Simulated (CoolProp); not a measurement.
Dimethyl carbonate at 293.15 K and 7.25 MPa is throttled through a valve to 3.07 MPa with no heat exchange. Each further row changes one setting.

The numbers come from the reference Helmholtz-energy equation of state, Zhou 2011 in CoolProp.

```
case                       temperature change (K)
-------------------------  ----------------------
as stated                                     [?]
outlet pressure 0.921 MPa                     [?]
outlet pressure 3.99 MPa                      [?]
```

Q: Fill in the missing entries.

A: 
- as stated, temperature change (K): +1.4
- outlet pressure 0.921 MPa, temperature change (K): +2.1
- outlet pressure 3.99 MPa, temperature change (K): +1.1
